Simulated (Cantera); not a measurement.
Feed: 1 mol SiCl4, 0.37 mol H2, 1.6 mol HCl, held at 1248.15 K and 1.40 bar.

Equilibrium computed with Cantera from the NASA thermochemical tables; the gas is ideal and each condensed phase is pure. Candidate condensed phases: Si; 19 gas species. The tables' values for SiCl3 are old estimates; treat these amounts as uncertain. The numbers say what is thermodynamically allowed, not how fast it happens.

Question: What is the equilibrium state?

Answer: 
```
Item                                 Result
--------------------------------  ---------
x(HCl)                                0.542
x(SiCl4)                              0.332
x(H2)                                 0.121
x(SiHCl3)                           0.00262
x(SiCl3)                            0.00141
x(SiCl2)                            4.31e-5
x(SiH2Cl2)                          2.80e-6
gas amount                        2.972 mol
log10 activity of Si(s) (absent)      -5.15
```
